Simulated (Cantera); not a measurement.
# Premixed flame

A freely propagating, adiabatic, planar premixed flame of H₂ : O₂ : N₂ = 1 : 0.385 : 1.45 (molar parts), equivalence ratio 1.3, unburnt at 325 K and 500000 Pa; unity-Lewis-number transport, grid criteria slope 0.08 and curve 0.16, no radiation.

Computed with Cantera and the H2/O2 subset of GRI-Mech 3.0, which has no nitrogen chemistry. The hydrogen kinetics of GRI-Mech 3.0 are dated; newer H2 mechanisms differ, most at raised pressure. Unity Lewis numbers drop preferential diffusion, which matters most where H2 and H carry the flame. Burning velocities carry a grid error of a few per cent, more on coarse grids.

```csv
z (mm),T (K),u (m/s),x H₂,x O₂,x HO₂,x H₂O,x O,x H₂O₂
-0.137,325,2.16,0.353,0.136,1.31e-8,8.77e-7,<1e-8,<1e-8
-0.0915,325,2.16,0.353,0.136,3.75e-7,2.50e-5,<1e-8,1.08e-7
-0.0686,326,2.16,0.353,0.136,2.00e-6,0.000133,1.93e-8,5.71e-7
-0.0458,336,2.22,0.352,0.135,1.97e-5,0.00128,2.22e-7,5.25e-6
-0.0229,526,3.45,0.332,0.125,0.000468,0.0248,2.06e-5,5.50e-5
-0.0114,945,6.03,0.283,0.0988,0.000686,0.0822,0.000348,5.96e-5
0,1412,8.73,0.197,0.0583,0.000258,0.169,0.00216,1.44e-5
0.0114,1703,10.3,0.127,0.0258,9.42e-5,0.235,0.00382,3.62e-6
0.0229,1859,11.1,0.101,0.0119,3.93e-5,0.264,0.00396,2.32e-6
0.0458,2014,11.9,0.0923,0.00489,1.49e-5,0.282,0.00293,1.29e-6
0.0915,2146,12.5,0.0918,0.00230,6.67e-6,0.293,0.00152,6.96e-7
0.183,2241,13.0,0.0920,0.000984,2.75e-6,0.302,0.000634,3.78e-7
0.366,2301,13.3,0.0925,0.000360,9.17e-7,0.307,0.000228,1.86e-7
```
x: mole fraction of selected species; z is measured from the peak of heat release.

```json
{
  "laminar_burning_velocity": "216 cm/s",
  "thermal_thickness": "0.0458 mm",
  "peak x(HO₂)": "0.000804",
  "peak x(O)": "0.00403",
  "peak x(H₂O₂)": "6.68e-5",
  "grid_points": "118"
}
```
